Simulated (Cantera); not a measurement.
Feed: 1 mol Fe, 0.45 mol NH3, 12 mol H2, 0.42 mol SO2, at 1973 K and 28.0 Pa.

These are equilibrium values from Cantera (NASA tables, ideal gas, pure condensed phases), not measurements of a reactor. Candidate condensed phases: Fe, FeO, Fe(OH)2, Fe(OH)3, FeS, FeSO4, FeS2, Fe2O3, Fe2(SO4)3, Fe3O4, H2O, H2SO4, S; 38 gas species. Rates play no part.

Base state: H2 0.770, H 0.0708, Fe 0.0677, H2O 0.0512, N2 0.0153, S 0.0105, S2 0.00440, SO 0.00414 (mole fractions); condensed: gas only.

Question: What changes in the equilibrium state with this change: H2 from 12 to 19 mol?

Answer: 
| species | before | after |
|---|---|---|
| H2 | 0.770 | 0.819 |
| H | 0.0708 | 0.0730 |
| Fe | 0.0677 | 0.0454 |
| H2O | 0.0512 | 0.0353 |
| N2 | 0.0153 | 0.0102 |
| S | 0.0105 | 0.00809 |
| SO2 | 0.000557 | 0.000181 |
| FeO | 8.40e-5 | 3.66e-5 |
| SO | 0.00414 | 0.00207 |
